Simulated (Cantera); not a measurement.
A closed system holds: 1 mol (CH3)2SiCl2, 0.049 mol CH4, 68 mol H2, held at 0.320 bar.

These are equilibrium values from Cantera (NASA tables, ideal gas, pure condensed phases), not measurements of a reactor. Candidate condensed phases: C, C6H6, C7H8, C8H18, Si, SiC; 109 gas species. The feed counts by its element totals alone. The tables' values for SiCl are old estimates; treat these amounts as uncertain. Gases not in the tables: Si2H6 and higher silanes. Equilibrium is a limit: real reactors are often held back by kinetics, nucleation or transport.

x: gas mole fraction; n: condensed amount in mol.

```
T (°C)   x H2   x HCl     x CH4       x H  n SiC(s)  n C(graphite)
------  -----  ------  --------  --------  --------  -------------
677     0.960  0.0214    0.0166  9.64e-10     0.873              0
777     0.957  0.0275    0.0149   1.40e-8     0.988              0
877     0.965  0.0278   0.00698   1.30e-7     0.998          0.552
977     0.969  0.0278   0.00330   8.41e-7     0.999          0.812
1077    0.970  0.0278   0.00174   4.15e-6     0.999          0.925
1177    0.971  0.0277  0.000997   1.65e-5     0.999          0.978
1277    0.972  0.0277  0.000614   5.49e-5     0.998           1.00
1377    0.972  0.0277  0.000402  0.000158     0.997           1.02
1477    0.972  0.0276  0.000276  0.000405     0.996           1.02
1577    0.971  0.0276         …         …     0.995           1.00
1677    0.970  0.0275         …         …     0.993          0.969
1777    0.967  0.0274  0.000112   0.00394     0.989          0.902
1877    0.963  0.0272   8.72e-5   0.00732     0.980          0.790
1977    0.956  0.0269   6.92e-5    0.0128     0.957          0.614
```

### Question
Some entries are withheld; supply them.

### Answer

- 1577, x CH4: 0.000197
- 1577, x H: 0.000938
- 1677, x CH4: 0.000146
- 1677, x H: 0.00200
